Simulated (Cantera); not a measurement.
An isothermal, constant-pressure homogeneous reactor starts with NH3 : H2 = 1 : 0.14 (molar parts), at 2348 K and 12.8 Torr.

Detailed kinetics in Cantera: the gas-phase N/H chemistry of the illustrative SiF4/NH3 mechanism in the Surface Chemkin manual (1991). Walls and surfaces, which speed up NH3 decomposition in real reactors, are not modelled.

x: mole fraction; the columns are a selection and need not sum to one.

```
t (s)       x NH3   x H2      x N2    x N2H4      x N
--------  -------  -----  --------  --------  -------
0.000100    0.876  0.123   1.80e-7  3.97e-10  1.06e-8
0.000251    0.874  0.124   1.02e-5         ?  2.42e-7
0.000631    0.870  0.126  0.000352         ?  2.11e-6
0.00158     0.853  0.136   0.00394   2.37e-8  4.96e-6
0.00398     0.811  0.168    0.0153   2.20e-8  6.01e-6
0.0100      0.716  0.238    0.0409         ?  7.58e-6
0.0251      0.535  0.371    0.0894         ?  9.66e-6
0.0631      0.285  0.555     0.157         ?  1.14e-5
0.158      0.0779  0.706     0.212  7.05e-10  1.21e-5
0.398     0.00285  0.756     0.232  8.81e-12  1.37e-5
1.00      2.39e-6  0.725     0.228    <1e-12  1.77e-6
```

Fill in the missing entries.


- 0.000251, x N2H4: 2.44e-9
- 0.000631, x N2H4: 1.21e-8
- 0.0100, x N2H4: 1.73e-8
- 0.0251, x N2H4: 1.08e-8
- 0.0631, x N2H4: 4.29e-9
